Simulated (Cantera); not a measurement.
A Cantera script and what it prints.

```python
import numpy as np
import cantera as ct

gas_names = """
    O2 H2O
""".split()
cond_names = """
    Ba(L) BaO(s) BaO2H2(L)
""".split()


# ... load() reads the species with a 1 bar reference pressure and builds the phases ...
species = {s.name: s for s in load("nasa_gas.yaml", gas_names) + load("nasa_condensed.yaml", cond_names)}
T = 1775
g = {n: (s.thermo.h(T) - T * s.thermo.s(T)) / (ct.gas_constant * T * np.log(10)) for n, s in species.items()}
valid = cond_names  # the entries whose range holds T


def stable(la, lb):
    # potentials (over RT ln 10) of the two non-metals from log10 p(O2) and log10 p(H2O) in bar
    mu = {}
    mu["O"] = (g["O2"] + la) / 2
    mu["H"] = (g["H2O"] + lb - 1 * mu["O"]) / 2
    cost = {}
    for n in valid:
        c = species[n].composition
        cost[n] = (g[n] - sum(c.get(e, 0) * m for e, m in mu.items())) / c["Ba"]
    return min(cost, key=cost.get)


results = []
for lb in [1, -0.1, -1.2, -2.3, -3.4, -4.5, -5.6, -6.7, -7.8, -8.9, -10]:
    row = [stable(la, lb) for la in [-17, -15.9, -14.8, -13.6, -12.5, -11.4, -10.2, -9.1, -8, -6.9, -5.8, -4.6, -3.5, -2.4, -1.2, -0.1, 1]]
    results.append(row)
    print(f"{lb:6.1f}  " + " ".join(f"{valid.index(n):x}" for n in row))
print("key: " + ", ".join(f"{i:x} {n}" for i, n in enumerate(valid)))
```

It prints:

```
   1.0  2 2 2 2 2 2 2 2 2 2 2 2 2 2 2 2 2
  -0.1  1 1 1 1 1 1 1 1 1 1 1 1 1 1 1 1 1
  -1.2  1 1 1 1 1 1 1 1 1 1 1 1 1 1 1 1 1
  -2.3  1 1 1 1 1 1 1 1 1 1 1 1 1 1 1 1 1
  -3.4  1 1 1 1 1 1 1 1 1 1 1 1 1 1 1 1 1
  -4.5  1 1 1 1 1 1 1 1 1 1 1 1 1 1 1 1 1
  -5.6  1 1 1 1 1 1 1 1 1 1 1 1 1 1 1 1 1
  -6.7  1 1 1 1 1 1 1 1 1 1 1 1 1 1 1 1 1
  -7.8  1 1 1 1 1 1 1 1 1 1 1 1 1 1 1 1 1
  -8.9  1 1 1 1 1 1 1 1 1 1 1 1 1 1 1 1 1
 -10.0  1 1 1 1 1 1 1 1 1 1 1 1 1 1 1 1 1
key: 0 Ba(L), 1 BaO(s), 2 BaO2H2(L)
```

Standard-state values (1 bar) from the NASA 1993 polynomials, evaluated with Cantera. Not in the tables: the peroxide. Part of the grid cannot be reached: there another gas would pass 10 bar, or a non-metal would condense.
